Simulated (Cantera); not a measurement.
**Premixed flame**

A freely propagating, adiabatic, planar premixed flame of 43.1 % H2, 12.0 % O2, 44.9 % N2, equivalence ratio 1.8, unburnt at 350 K and 3230 Torr; mixture-averaged transport, grid criteria slope 0.08 and curve 0.16, no radiation.

Model: the H2/O2 subset of GRI-Mech 3.0, which has no nitrogen chemistry, integrated in Cantera. The hydrogen kinetics of GRI-Mech 3.0 are dated; newer H2 mechanisms differ, most at raised pressure. Burning velocities carry a grid error of a few per cent, more on coarse grids.

```json
[
 {"z (mm)": "-0.163", "T (K)": "350", "u (m/s)": "3.83", "x H2": "0.431", "x O2": "0.120", "x HO2": "<1e-8", "x OH": "<1e-8", "x H2O": "<1e-8", "x H": "<1e-8"},
 {"z (mm)": "-0.109", "T (K)": "350", "u (m/s)": "3.83", "x H2": "0.431", "x O2": "0.120", "x HO2": "<1e-8", "x OH": "<1e-8", "x H2O": "2.00e-8", "x H": "<1e-8"},
 {"z (mm)": "-0.0816", "T (K)": "350", "u (m/s)": "3.83", "x H2": "0.431", "x O2": "0.120", "x HO2": "2.18e-8", "x OH": "<1e-8", "x H2O": "2.44e-7", "x H": "<1e-8"},
 {"z (mm)": "-0.0544", "T (K)": "351", "u (m/s)": "3.84", "x H2": "0.431", "x O2": "0.120", "x HO2": "6.85e-7", "x OH": "<1e-8", "x H2O": "6.40e-6", "x H": "<1e-8"},
 {"z (mm)": "-0.0272", "T (K)": "408", "u (m/s)": "4.37", "x H2": "0.417", "x O2": "0.122", "x HO2": "0.000251", "x OH": "1.79e-5", "x H2O": "0.00160", "x H": "3.47e-6"},
 {"z (mm)": "-0.0136", "T (K)": "718", "u (m/s)": "7.41", "x H2": "0.379", "x O2": "0.116", "x HO2": "0.000942", "x OH": "0.000952", "x H2O": "0.0262", "x H": "0.00184"},
 {"z (mm)": "0", "T (K)": "1156", "u (m/s)": "11.6", "x H2": "0.317", "x O2": "0.0896", "x HO2": "0.000381", "x OH": "0.00154", "x H2O": "0.0889", "x H": "0.0143"},
 {"z (mm)": "0.0136", "T (K)": "1475", "u (m/s)": "14.7", "x H2": "0.255", "x O2": "0.0510", "x HO2": "0.000178", "x OH": "0.00290", "x H2O": "0.165", "x H": "0.0325"},
 {"z (mm)": "0.0272", "T (K)": "1658", "u (m/s)": "16.4", "x H2": "0.214", "x O2": "0.0223", "x HO2": "7.34e-5", "x OH": "0.00395", "x H2O": "0.218", "x H": "0.0439"},
 {"z (mm)": "0.0544", "T (K)": "1815", "u (m/s)": "17.9", "x H2": "0.192", "x O2": "0.00362", "x HO2": "1.13e-5", "x OH": "0.00446", "x H2O": "0.255", "x H": "0.0456"},
 {"z (mm)": "0.109", "T (K)": "1932", "u (m/s)": "18.9", "x H2": "0.195", "x O2": "0.000451", "x HO2": "1.58e-6", "x OH": "0.00415", "x H2O": "0.263", "x H": "0.0351"},
 {"z (mm)": "0.218", "T (K)": "2026", "u (m/s)": "19.7", "x H2": "0.201", "x O2": "0.000169", "x HO2": "6.71e-7", "x OH": "0.00326", "x H2O": "0.267", "x H": "0.0236"},
 {"z (mm)": "0.435", "T (K)": "2096", "u (m/s)": "20.3", "x H2": "0.206", "x O2": "6.75e-5", "x HO2": "2.88e-7", "x OH": "0.00223", "x H2O": "0.269", "x H": "0.0145"}
]
```
x: mole fraction of selected species; z is measured from the peak of heat release.

- laminar burning velocity: 383 cm/s
- thermal thickness: 0.0544 mm
- peak x(HO2): 0.00107
- peak x(OH): 0.00446
- peak x(H): 0.0469
- grid points: 113
